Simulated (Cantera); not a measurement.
Input: 1 mol SiH4, 5.5 mol NH3, 8.9 mol N2, held at 1648.15 K and 0.00380 bar.

Equilibrium computed with Cantera from the NASA thermochemical tables; the gas is ideal and each condensed phase is pure. Candidate condensed phases: Si, Si3N4; 18 gas species. The numbers say what is thermodynamically allowed, not how fast it happens.

Base state: N2 0.517, H2 0.482, H 0.00100, Si 3.32e-5 (mole fractions); condensed: Si3N4(s).

Question: What changes in the equilibrium state with this change: temperature from 1648.15 K to 1325 K?

Answer: 
| species | before | after |
|---|---|---|
| N2 | 0.517 | 0.517 |
| H2 | 0.482 | 0.483 |
| H | 0.00100 | 1.84e-5 |
| Si | 3.32e-5 | <1e-9 |
| Si3N4(s), mol | 0.333 | 0.333 |

Question: What changes in the equilibrium state with this change: pressure from 0.00380 bar to 0.0160 bar?

Answer: 
```tsv
species	before	after
N2	0.517	0.517
H2	0.482	0.482
H	0.00100	0.000490
Si	3.32e-5	3.02e-6
Si3N4(s), mol	0.333	0.333
```

Question: What changes in the equilibrium state with this change: pressure from 0.00380 bar to 0.00740 bar?

Answer: 
| species | before | after |
|---|---|---|
| N2 | 0.517 | 0.517 |
| H2 | 0.482 | 0.482 |
| H | 0.00100 | 0.000720 |
| Si | 3.32e-5 | 1.09e-5 |
| Si3N4(s), mol | 0.333 | 0.333 |
